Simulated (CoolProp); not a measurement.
CH3F (R41) at several states: Z from the reference equation and from simpler models built on Tc = 44.1 °C, pc = 5.906 MPa, ω = 0.200; each cubic takes its own stable root.

The numbers come from the reference Helmholtz-energy equation of state, Lemmon 2006 in CoolProp. It is a short technical equation, of lower accuracy than the large ones.

```tsv
T (°C)	p (MPa)	phase	reference	van der Waals	Redlich-Kwong	Soave-Redlich-Kwong	Peng-Robinson
-68.85	0.862	liquid	0.02003	0.03793	0.02588	0.02524	0.02233
40.75	0.0157	gas	0.9989	0.9992	0.9991	0.9991	0.9990
18.35	22	liquid	0.4352	0.7287	…	0.5480	0.4892
108.85	32.9	supercritical	…	0.9226	0.7835	0.8155	0.7455
44.35	2.27	gas	0.8350	0.8727	0.8560	0.8561	…
```

### Question
Fill in the missing entries.

### Answer

- 18.35, Redlich-Kwong: 0.5547
- 108.85, reference: 0.6509
- 44.35, Peng-Robinson: 0.8421
